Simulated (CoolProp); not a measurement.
Properties of R245ca along the isotherm 450 K.

The numbers come from the reference Helmholtz-energy equation of state, Zhou 2016 in CoolProp.

```
p (kPa)  phase       Z  speed of sound (m/s)  Joule-Thomson coefficient (K/MPa)
-------  -----  ------  --------------------  ---------------------------------
6.23       gas  0.9995                 171.6                              7.369
9.15       gas  0.9992                 171.6                              7.371
13.4       gas  0.9988                 171.5                              7.374
19.7       gas  0.9983                 171.4                              7.379
28.9       gas  0.9975                 171.3                              7.386
42.5       gas  0.9963                 171.1                              7.397
62.3       gas  0.9945                 170.9                              7.413
91.5       gas  0.9919                 170.5                              7.436
134        gas  0.9882                 169.9                              7.470
197        gas  0.9826                 169.1                              7.522
289        gas  0.9743                 167.9                              7.601
425        gas  0.9620                 166.0                              7.721
623        gas  0.9437                 163.2                              7.909
915        gas  0.9159                 159.1                              8.216
1340       gas  0.8735                 152.6                              8.738
1970       gas  0.8046                 141.9                              9.738
```
